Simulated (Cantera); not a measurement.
A Cantera script and its output.

```python
import numpy as np
import cantera as ct

gas = ct.Solution("gri30.yaml")
gas.TPX = 1650, 500000, {'CO': 1, 'H2': 0.31, 'CH4': 0.43, 'O2': 4.09, 'N2': 15.4}
reactor = ct.IdealGasReactor(gas, energy="on", clone=False)
net = ct.ReactorNet([reactor])
net.rtol, net.atol = 1e-08, 1e-16
show = ['CO', 'H2', 'CH4', 'HO2', 'C2H6']
times = np.geomspace(3e-06, 2, 11)

steps = ct.SolutionArray(gas, extra=["t"])
rows = []
print(f"{'t/s':>10s}{'T/K':>9s}{'P/Pa':>11s}" + "".join(f"{s:>11s}" for s in show))
for t in times:
    while net.time < t:
        t_next = net.step()
        steps.append(gas.state, t=t_next)
    rows.append([np.interp(t, steps.t, y) for y in (steps.T, steps.P, *steps(*show).X.T)])
    print(f"{t:10.3e}{rows[-1][0]:9.1f}{rows[-1][1]:11.4g}" + "".join(f"{x:11.3e}" for x in rows[-1][2:]))
rate = np.gradient(steps.T, steps.t)
print("integrator steps:", len(steps.t))
if steps.T.max() > steps.T[0] + 200:
    print(f"time of steepest temperature rise: {steps.t[rate.argmax()]:.4e} s")
gas.TPX = 1650, 500000, {'CO': 1, 'H2': 0.31, 'CH4': 0.43, 'O2': 4.09, 'N2': 15.4}
gas.equilibrate("UV")
print(f"equilibrium (UV): T = {gas.T:.1f} K  " + "  ".join(f"{s} {gas[s].X[0]:.3e}" for s in show))
```

Output:

```
       t/s      T/K       P/Pa         CO         H2        CH4        HO2       C2H6
 3.000e-06   1650.0      5e+05  4.710e-02  1.459e-02  2.023e-02  2.954e-06  3.827e-08
 1.147e-05   1697.9  5.148e+05  4.809e-02  1.360e-02  1.535e-02  2.209e-04  1.953e-04
 4.384e-05   2611.4   7.73e+05  5.989e-03  6.790e-04  1.960e-18  1.517e-05  3.943e-34
 1.676e-04   2628.5  7.771e+05  4.675e-03  5.744e-04  1.527e-18  1.573e-05  1.781e-34
 6.407e-04   2619.3  7.741e+05  4.531e-03  5.590e-04  1.396e-18  1.520e-05  1.518e-34
 2.449e-03   2601.1  7.684e+05  4.256e-03  5.295e-04  1.165e-18  1.418e-05  1.097e-34
 9.364e-03   2592.5  7.657e+05  4.131e-03  5.160e-04  1.067e-18  1.371e-05  9.374e-35
 3.580e-02   2592.4  7.657e+05  4.129e-03  5.158e-04  1.066e-18  1.371e-05  9.351e-35
 1.369e-01   2592.4  7.657e+05  4.129e-03  5.158e-04  1.066e-18  1.371e-05  9.351e-35
 5.232e-01   2592.4  7.657e+05  4.129e-03  5.158e-04  1.066e-18  1.371e-05  9.351e-35
 2.000e+00   2592.4  7.657e+05  4.129e-03  5.158e-04  1.066e-18  1.371e-05  9.351e-35
integrator steps: 1609
time of steepest temperature rise: 1.3983e-05 s
equilibrium (UV): T = 2592.4 K  CO 4.129e-03  H2 5.158e-04  CH4 1.587e-18  HO2 1.371e-05  C2H6 1.815e-34
```

Computed with Cantera and GRI-Mech 3.0 (53 species, 325 reactions).
